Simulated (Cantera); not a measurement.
Silicon oxide and oxynitride deposition: SiH4 + CO2 + O2

Feed: 1 mol SiH4, 6.2 mol CO2, 4.6 mol O2, equilibrated at 86.0 mbar.

Cantera equilibrium calculation (NASA polynomials, part measured and part estimated; ideal gas, pure solids and liquids). Candidate condensed phases: C, C6H6, C7H8, C8H18, H2O, Si, SiC, SiO2; 123 gas species. The tables hold silica as quartz up to 1696 K and as liquid above; real silica turns to tridymite and cristobalite and melts near 1996 K. Gases not in the tables: Si(OH)4. Equilibrium is a limit: real reactors are often held back by kinetics, nucleation or transport.

```csv
T (K),log p CO2,log p O2,log p H2O,log p OH,log p CO,log p O,log p H2,n SiO2(α-quartz),n SiO2(β-quartz),n SiO2(condensed)
525,-1.31,-1.68,-1.80,<-13,<-13,<-13,<-13,1.00,0,0
625,-1.31,-1.68,-1.80,-12.67,<-13,<-13,<-13,1.00,0,0
725,-1.31,-1.68,-1.80,-10.80,<-13,<-13,<-13,1.00,0,0
825,-1.31,-1.68,-1.80,-9.39,<-13,<-13,<-13,1.00,0,0
925,-1.31,-1.68,-1.80,-8.28,-11.88,-11.72,-12.06,0,1.00,0
1025,-1.31,-1.68,-1.80,-7.38,-10.32,-10.32,-10.70,0,1.00,0
1125,-1.31,-1.68,-1.80,-6.65,-9.04,-9.18,-9.57,0,1.00,0
1225,-1.31,-1.68,-1.80,-6.03,-7.97,-8.22,-8.63,0,1.00,0
1325,-1.31,-1.68,-1.80,-5.51,-7.07,-7.40,-7.83,0,1.00,0
1425,-1.31,-1.68,-1.80,-5.06,-6.29,-6.70,-7.14,0,1.00,0
1525,-1.31,-1.68,-1.80,-4.66,-5.61,-6.09,-6.54,0,1.00,0
1625,-1.31,-1.68,-1.80,-4.32,-5.02,-5.55,-6.01,0,1.00,0
1725,-1.31,-1.68,-1.80,-4.02,-4.50,-5.08,-5.54,0,0,1.00
1825,-1.31,-1.68,-1.80,-3.75,-4.04,-4.66,-5.13,0,0,1.000
```
log p: log10 of the partial pressure in bar; n: condensed amount in mol.

From 525 K to 825 K the condensed part is SiO2(α-quartz). From 925 K to 1625 K the condensed part is SiO2(β-quartz). From 1725 K to 1825 K the condensed part is SiO2(condensed).
